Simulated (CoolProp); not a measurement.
R1224YDZ along the isotherm 473.1 K: Z from the reference equation and from simpler models built on Tc = 428.7 K, pc = 33.34 bar, ω = 0.325; each cubic takes its own stable root.

Model: reference Helmholtz-energy equation of state, Akasaka 2023, in CoolProp.

```json
[
 {"p (bar)": "0.264", "phase": "gas", "reference": "0.9981"},
 {"p (bar)": "0.6", "phase": "gas", "reference": "0.9956"},
 {"p (bar)": "1.37", "phase": "gas", "reference": "0.9899"},
 {"p (bar)": "3.11", "phase": "gas", "reference": "0.9769"},
 {"p (bar)": "7.07", "phase": "gas", "reference": "0.9467"},
 {"p (bar)": "16.1", "phase": "gas", "reference": "0.8741"},
 {"p (bar)": "36.6", "phase": "supercritical", "reference": "0.6868"},
 {"p (bar)": "83.4", "phase": "supercritical", "reference": "0.4198"}
]
```

### Question
How far does each simpler model (van der Waals, Redlich-Kwong, Soave-Redlich-Kwong, Peng-Robinson) lie from the reference over these 8 states: mean and median of the absolute difference, and the worst?

### Answer
- van der Waals: mean 3.8 %, median 0.1 %, worst +24.8 % at 473.1 K and 83.4 bar
- Redlich-Kwong: mean 2.1 %, median 0.2 %, worst +11.1 % at 473.1 K and 83.4 bar
- Soave-Redlich-Kwong: mean 2.8 %, median 0.1 %, worst +20.2 % at 473.1 K and 83.4 bar
- Peng-Robinson: mean 2.0 %, median 0.4 %, worst +10.7 % at 473.1 K and 83.4 bar
